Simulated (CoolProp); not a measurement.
R507A along the isotherm 500 K: fugacity coefficient from the reference equation and from simpler models built on Tc = 343.8 K, pc = 3.705 MPa, ω = 0.286; each cubic takes its own stable root.

Model: reference Helmholtz-energy equation of state, Lemmon 2003, in CoolProp. It is a pseudo-pure fit of the blend.

| p (MPa) | phase | reference | van der Waals | Redlich-Kwong | Soave-Redlich-Kwong | Peng-Robinson |
|---|---|---|---|---|---|---|
| 0.0293 | gas | 0.9993 | 0.9991 | 0.9991 | 0.9994 | 0.9992 |
| 0.0442 | gas | 0.9989 | 0.9986 | 0.9987 | 0.9991 | 0.9988 |
| 0.0667 | gas | 0.9984 | 0.9980 | 0.9981 | 0.9987 | 0.9982 |
| 0.101 | gas | 0.9976 | 0.9969 | 0.9971 | 0.9980 | 0.9973 |
| 0.152 | gas | 0.9963 | 0.9954 | 0.9956 | 0.9970 | 0.9960 |
| 0.229 | gas | 0.9945 | 0.9930 | 0.9934 | 0.9955 | 0.9940 |
| 0.345 | gas | 0.9917 | 0.9895 | 0.9900 | 0.9932 | 0.9910 |
| 0.521 | gas | 0.9875 | 0.9841 | 0.9849 | 0.9898 | 0.9864 |
| 0.786 | gas | 0.9813 | 0.9761 | 0.9774 | 0.9847 | 0.9797 |
| 1.19 | gas | 0.9719 | 0.9639 | 0.9660 | 0.9770 | 0.9696 |
| 1.79 | gas | 0.9581 | 0.9461 | 0.9494 | 0.9659 | 0.9550 |
| 2.7 | gas | 0.9379 | 0.9193 | 0.9250 | 0.9496 | 0.9338 |
| 4.07 | supercritical | 0.9087 | 0.8801 | 0.8899 | 0.9265 | 0.9041 |
| 6.14 | supercritical | 0.8679 | 0.8237 | 0.8410 | 0.8951 | 0.8640 |
| 9.26 | supercritical | 0.8144 | 0.7486 | 0.7779 | 0.8557 | 0.8142 |
